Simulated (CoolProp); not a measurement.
R1132(E) at 371.14 K and 0.983 MPa is throttled through a valve to 0.437 MPa with no heat exchange. Each further row changes one setting.

Computed with CoolProp (reference Helmholtz-energy equation of state, Akasaka 2024).

```
case                       temperature change (K)  final density (kg/m³)
-------------------------  ----------------------  ---------------------
as stated                                    -4.9                   9.43
outlet pressure 0.131 MPa                    -7.7                   2.80
outlet pressure 0.568 MPa                    -3.7                   12.3
```
